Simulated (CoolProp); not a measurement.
Propylene along the isotherm 397.6 K: Z from the reference equation and from simpler models built on Tc = 364.2 K, pc = 4.555 MPa, ω = 0.146; each cubic takes its own stable root.

Computed with CoolProp (reference Helmholtz-energy equation of state, Lemmon 2013).

```json
[
 {"p (MPa)": "0.144", "phase": "gas", "reference": "0.9917"},
 {"p (MPa)": "0.211", "phase": "gas", "reference": "0.9878"},
 {"p (MPa)": "0.31", "phase": "gas", "reference": "0.9821"},
 {"p (MPa)": "0.455", "phase": "gas", "reference": "0.9736"},
 {"p (MPa)": "0.669", "phase": "gas", "reference": "0.9609"},
 {"p (MPa)": "0.981", "phase": "gas", "reference": "0.9421"},
 {"p (MPa)": "1.44", "phase": "gas", "reference": "0.9137"},
 {"p (MPa)": "2.11", "phase": "gas", "reference": "0.8705"},
 {"p (MPa)": "3.1", "phase": "gas", "reference": "0.8018"},
 {"p (MPa)": "4.55", "phase": "gas", "reference": "0.6867"},
 {"p (MPa)": "6.69", "phase": "supercritical", "reference": "0.4722"},
 {"p (MPa)": "9.81", "phase": "supercritical", "reference": "0.3886"},
 {"p (MPa)": "14.4", "phase": "supercritical", "reference": "0.4796"},
 {"p (MPa)": "21.1", "phase": "supercritical", "reference": "0.6341"},
 {"p (MPa)": "31", "phase": "supercritical", "reference": "0.8593"},
 {"p (MPa)": "45.5", "phase": "supercritical", "reference": "1.176"}
]
```

Q: How far does each simpler model (Soave-Redlich-Kwong, Peng-Robinson) lie from the reference over these 16 states: mean and median of the absolute difference, and the worst?

A: 
- Soave-Redlich-Kwong: mean 3.2 %, median 0.4 %, worst +15.0 % at 397.6 K and 9.81 MPa
- Peng-Robinson: mean 2.0 %, median 1.1 %, worst -7.0 % at 397.6 K and 45.5 MPa
